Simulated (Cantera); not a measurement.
An isothermal, constant-pressure homogeneous reactor starts with 0.452 % CO, 1.37 % O2, 0.0118 % H2O, 98.2 % N2, equivalence ratio 0.16, at 1125 K and 0.987 atm.

Model: GRI-Mech 3.0 (53 species, 325 reactions), integrated in Cantera.

x: mole fraction; the columns are a selection and need not sum to one.

| t (s) | x CO | x O2 | x H2O | x H2 | x OH |
|---|---|---|---|---|---|
| 0.000600 | 0.00452 | 0.0137 | 0.000118 | <1e-12 | 1.72e-12 |
| 0.00133 | 0.00452 | 0.0137 | 0.000118 | <1e-12 | 5.60e-12 |
| 0.00293 | 0.00452 | 0.0137 | 0.000118 | <1e-12 | 1.65e-11 |
| 0.00648 | 0.00452 | 0.0137 | 0.000118 | <1e-12 | 5.05e-11 |
| 0.0143 | 0.00452 | 0.0137 | 0.000118 | 6.71e-12 | 1.92e-10 |
| 0.0317 | 0.00452 | 0.0137 | 0.000118 | 9.11e-11 | 1.36e-9 |
| 0.0701 | 0.00450 | 0.0137 | 0.000117 | [?] | [?] |
| 0.155 | [?] | 0.0129 | 0.000115 | [?] | [?] |
| 0.343 | 0.00110 | 0.0120 | 0.000116 | 5.46e-7 | 1.43e-6 |
| 0.757 | 0.000304 | 0.0117 | 0.000117 | 1.47e-7 | 8.29e-7 |
| 1.67 | 6.59e-5 | 0.0115 | 0.000118 | 2.65e-8 | 4.43e-7 |
| 3.70 | 1.11e-5 | 0.0115 | 0.000118 | 3.38e-9 | 2.41e-7 |
| 8.18 | 1.29e-6 | 0.0115 | 0.000118 | 3.80e-10 | 1.33e-7 |
| 18.1 | 8.95e-8 | 0.0115 | 0.000118 | 6.97e-11 | 8.03e-8 |
| 40.0 | 3.10e-9 | 0.0115 | 0.000118 | 2.38e-11 | 5.17e-8 |

Question: Some entries are withheld; supply them.

Answer: 
- 0.0701, x H2: 5.16e-8
- 0.0701, x OH: 1.56e-7
- 0.155, x CO: 0.00287
- 0.155, x H2: 1.27e-6
- 0.155, x OH: 2.07e-6
